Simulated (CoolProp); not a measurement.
Vapour-liquid equilibrium of propane (1) + n-pentane (2) at 0.00589 MPa; x and y are mole fractions of (1).

The numbers come from the multi-fluid Helmholtz-energy mixture model, Lemmon 2009 and Thol 2019; pair parameters Kunz 2012 in CoolProp.

### Question
Give the bubble temperature and the first vapour's composition at x = 0.2, 0.35, 0.5. Is there an azeotrope?

### Answer
x = 0.2: 200.6 K, y = 0.971; x = 0.35: 193.7 K, y = 0.987; x = 0.5: 189.7 K, y = 0.993. No azeotrope shows between x = 0.05 and 0.95.

Pair parameters are fitted to limited data, so mixtures are less certain than the pure fluids.
